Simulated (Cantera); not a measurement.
Charge: 1 mol Si₂H₆, 5.8 mol NO, 38 mol H₂, 0.33 mol CO₂, at 0.0380 bar.

Equilibrium computed with Cantera from the NASA thermochemical tables; the gas is ideal and each condensed phase is pure. Candidate condensed phases: C, C₆H₆, C₇H₈, C₈H₁₈, H₂O, Si, SiC, SiO₂, Si₂N₂O, Si₃N₄; 151 gas species. The feed counts by its element totals alone. The tables hold silica as quartz up to 1696 K and as liquid above; real silica turns to tridymite and cristobalite and melts near 1996 K. The numbers say what is thermodynamically allowed, not how fast it happens.

Q: Which condensed phases are stable at each of these points (T (K)): 750, 825, 900, 975, 1050, 1125, 1200, 1275, 1350, 1425, 1500, 1575?

A: 
| T (K) | condensed phases | Si condensed (%) |
|---|---|---|
| 750 | SiO₂(α-quartz) | 100.0 |
| 825 | SiO₂(α-quartz) | 100.0 |
| 900 | SiO₂(β-quartz) | 100.0 |
| 975 | SiO₂(β-quartz) | 100.0 |
| 1050 | SiO₂(β-quartz) | 100.0 |
| 1125 | SiO₂(β-quartz) | 100.0 |
| 1200 | SiO₂(β-quartz) | 100.0 |
| 1275 | SiO₂(β-quartz) | 100.0 |
| 1350 | SiO₂(β-quartz) | 100.0 |
| 1425 | SiO₂(β-quartz) | 100.0 |
| 1500 | SiO₂(β-quartz) | 100.0 |
| 1575 | SiO₂(β-quartz) | 100.0 |

From 750 K to 825 K the condensed part is SiO₂(α-quartz). From 900 K to 1575 K the condensed part is SiO₂(β-quartz).
